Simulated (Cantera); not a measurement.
**Ammonia decomposition in nitride growth gas**

An isothermal, constant-pressure homogeneous reactor starts with 45.5 % NH3, 54.5 % H2, at 1775 K and 17000 Pa.

Computed with Cantera and the gas-phase N/H chemistry of the illustrative SiF4/NH3 mechanism in the Surface Chemkin manual (1991). Walls and surfaces, which speed up NH3 decomposition in real reactors, are not modelled.

| t (s) | x NH3 | x H2 | x N | x N2H2 | x N2 | x N2H4 | x NH |
|---|---|---|---|---|---|---|---|
| 0.000400 | 0.455 | 0.545 | 1.73e-10 | 7.87e-9 | 3.62e-8 | 4.93e-10 | 3.29e-8 |
| 0.000972 | 0.454 | 0.545 | 2.42e-9 | 5.35e-8 | 8.75e-7 | 2.87e-9 | 1.90e-7 |
| 0.00236 | 0.454 | 0.545 | 2.58e-8 | 3.26e-7 | 1.64e-5 | 1.42e-8 | 9.30e-7 |
| 0.00574 | 0.454 | 0.546 | 8.24e-8 | 8.26e-7 | 0.000167 | 3.14e-8 | 2.03e-6 |
| 0.0140 | 0.452 | 0.547 | 8.94e-8 | 8.78e-7 | 0.000674 | 3.31e-8 | 2.14e-6 |
| 0.0339 | 0.449 | 0.549 | 8.95e-8 | 8.69e-7 | 0.00191 | 3.28e-8 | 2.14e-6 |
| 0.0825 | 0.440 | 0.555 | 8.99e-8 | 8.45e-7 | 0.00485 | 3.19e-8 | 2.13e-6 |
| 0.201 | 0.420 | 0.568 | 9.05e-8 | 7.92e-7 | 0.0117 | 3.01e-8 | 2.10e-6 |
| 0.487 | 0.377 | 0.596 | 9.20e-8 | 6.81e-7 | 0.0266 | 2.61e-8 | 2.04e-6 |
| 1.18 | 0.294 | 0.651 | 9.44e-8 | 4.87e-7 | 0.0551 | 1.88e-8 | 1.90e-6 |
| 2.88 | 0.173 | 0.730 | 9.63e-8 | 2.43e-7 | 0.0966 | 9.27e-9 | 1.61e-6 |
| 7.00 | 0.0622 | 0.803 | 9.14e-8 | 6.49e-8 | 0.135 | 2.24e-9 | 1.10e-6 |
x: mole fraction; the columns are a selection and need not sum to one.

Equilibrium at this temperature and pressure: NH3 1.59e-6, H2 0.843, N 2.22e-11, N2H2 <1e-12, N2 0.156, N2H4 <1e-12, NH 1.25e-10 (gas phase only).
